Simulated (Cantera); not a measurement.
Charge: 1 mol Ta(OEt)5, 8.6 mol H2O, 1.8 mol H2, at 1898 K and 0.128 Torr.

Cantera equilibrium calculation (NASA polynomials, part measured and part estimated; ideal gas, pure solids and liquids). Candidate condensed phases: C, C6H6, C7H8, C8H18, H2O, Ta, TaC, Ta2O5; 113 gas species. The feed counts by its element totals alone. Kinetics and transport are ignored.

Base state: H2 0.626, CO 0.293, H 0.0474, H2O 0.0293, CO2 0.00326, OH 0.000181, TaO2 0.000149, O 1.03e-5 (mole fractions); condensed: Ta2O5(s).

### Question
What changes in the equilibrium state with this change: Ta(OEt)5 replaced by Ta?

### Answer
```tsv
species	before	after
H2O	0.0293	0.569
H2	0.626	0.389
H	0.0474	0.0374
CO	0.293	0
TaO2	0.000149	2.65e-5
CO2	0.00326	0
O2	2.11e-7	0.000206
O	1.03e-5	0.000323
Ta2O5(s), mol	0.497	0.500
```
